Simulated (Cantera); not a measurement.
Feed: 1 mol Fe₃O₄, 0.6 mol H₂O, 0.015 mol O₂, held at 652 °C and 1 atm.

Method: chemical equilibrium by Gibbs-energy minimisation in Cantera with the NASA 1993 tables (ideal gas, pure condensed phases). Candidate condensed phases: Fe, FeO, Fe(OH)₂, Fe(OH)₃, Fe₂O₃, Fe₃O₄, H₂O; 12 gas species. Equilibrium is a limit: real reactors are often held back by kinetics, nucleation or transport.

### Question
What is the equilibrium state?

### Answer
```json
{
  "x(H₂O)": "1.000",
  "x(H₂)": "1.44e-5",
  "n(Fe₂O₃(s))": "0.0900 mol",
  "n(Fe₃O₄(s))": "0.940 mol",
  "gas_amount": "0.6000 mol",
  "log10 activity of Fe(OH)₂(s) (absent)": "-5.94",
  "log10 activity of Fe(α) (absent)": "-6.98",
  "log10 activity of Fe(OH)₃(s) (absent)": "-8.18"
}
```
